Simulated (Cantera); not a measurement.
A closed system holds: 1 mol AlCl3, 3 mol N2O, 250 mol N2, 1.5 mol HCl, equilibrated at 30.0 Pa.

Method: chemical equilibrium by Gibbs-energy minimisation in Cantera with the NASA 1993 tables (ideal gas, pure condensed phases). Candidate condensed phases: Al, AlCl3, AlN, Al2O3, H2O, NH4Cl; 45 gas species. The numbers say what is thermodynamically allowed, not how fast it happens. All values below are at 2123 K.

Base state: N2 0.974, Cl 0.0157, H 0.00313, O 0.00284, HCl 0.00156, O2 0.000914, NO 0.000773, OH 0.000292 (mole fractions); condensed: Al2O3(s).

Task: What changes in the equilibrium state with this change: N2O from 3 to 1.7 mol?

Result: 
```tsv
species	before	after
N2	0.974	0.977
Cl	0.0157	0.0153
H	0.00313	0.00341
O	0.00284	0.000858
O2	0.000914	8.32e-5
AlCl	6.14e-5	0.000363
Al	2.86e-6	1.72e-5
NO	0.000773	0.000233
Al2O3(s), mol	0.482	0.434
```
